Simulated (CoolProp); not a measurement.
Dimethyl carbonate at several states: fugacity coefficient from the reference equation and from simpler models built on Tc = 557.0 K, pc = 4.909 MPa, ω = 0.346; each cubic takes its own stable root.

The numbers come from the reference Helmholtz-energy equation of state, Zhou 2011 in CoolProp.

| T (K) | p (MPa) | phase | reference | van der Waals | Soave-Redlich-Kwong |
|---|---|---|---|---|---|
| 590.5 | 0.335 | gas | 0.9806 | 0.9825 | 0.9812 |
| 288.9 | 7.17 | liquid | 0.0007919 | 0.03519 | 0.0007647 |
| 479.6 | 3.24 | liquid | 0.4058 | 0.6431 | 0.4188 |
| 516.3 | 0.0194 | gas | 0.9983 | 0.9986 | 0.9983 |
